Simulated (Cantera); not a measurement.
Input: 1 mol CH₂F₂, 0.36 mol H₂, 0.82 mol HCl, at 2900 °C and 84.0 mbar.

Method: chemical equilibrium by Gibbs-energy minimisation in Cantera with the NASA 1993 tables (ideal gas, pure condensed phases). Candidate condensed phases: C, C₆H₆, C₇H₈, C₈H₁₈; 118 gas species. The tables' values for CCl are old estimates; treat these amounts as uncertain. Rates play no part.

Base state: HF 0.475, H 0.213, Cl 0.145, HCl 0.0564, H₂ 0.0557, C₃ 0.0212, F 0.0151, C₂H₂ (acetylene) 0.00556 (mole fractions); condensed: C(graphite).

### Question
What changes in the equilibrium state with this change: HCl from 0.82 to 0.011 mol?

### Answer
```
species             before     after
----------------  --------  --------
HF                   0.475     0.696
H                    0.213     0.190
H₂                  0.0557    0.0446
Cl                   0.145   0.00296
HCl                 0.0564   0.00103
F                   0.0151    0.0247
C₃                  0.0212    0.0212
Cl₂                1.10e-5   4.57e-9
C₂HCl             0.000152   2.77e-6
CCl                2.23e-5   4.53e-7
CF₂                5.16e-5  0.000139
CF                 0.00245   0.00401
C(graphite), mol     0.598     0.733
```
